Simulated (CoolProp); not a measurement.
Values from CoolProp's reference Helmholtz-energy equation of state, Pan 2012.

Question: For R236FA, give the phase and the cp (kJ/(kg K)), speed of sound (m/s) at 332.5 K and 0.963 MPa.

Answer: 
- 332.5 K and 0.963 MPa: liquid; cp 1.33, speed of sound 389
